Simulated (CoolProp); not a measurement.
A closed Brayton cycle with carbon dioxide: compressor inlet 317.15 K and 9.6 MPa, high pressure 20.1 MPa, turbine inlet 730 K, compressor efficiency 0.8, turbine efficiency 0.9, recuperator effectiveness 0.8 (on enthalpy, no pinch check). Each further row changes one setting.

Model: reference Helmholtz-energy equation of state, Span 1996, in CoolProp.

```
case                           thermal efficiency (%)  net work (kJ/kg)  compressor to turbine work  compressor exit (K)  turbine exit (K)
-----------------------------  ----------------------  ----------------  --------------------------  -------------------  ----------------
as stated                                        24.2              61.7                        0.28                354.7             646.6
turbine inlet 680 K                               ___               ___                         ___                354.7               ___
compressor inlet 327.15 K                        23.2              51.6                        0.40                383.2             646.6
high pressure 17.1 MPa                            ___               ___                         ___                  ___             664.6
recuperator effectiveness 0.5                    17.0              61.7                        0.28                354.7             646.6
```

### Question
Some entries are withheld; supply them.

### Answer

- turbine inlet 680 K, thermal efficiency (%): 23.0
- turbine inlet 680 K, net work (kJ/kg): 54.7
- turbine inlet 680 K, compressor to turbine work: 0.31
- turbine inlet 680 K, turbine exit (K): 599.7
- high pressure 17.1 MPa, thermal efficiency (%): 21.4
- high pressure 17.1 MPa, net work (kJ/kg): 50.3
- high pressure 17.1 MPa, compressor to turbine work: 0.26
- high pressure 17.1 MPa, compressor exit (K): 346.3
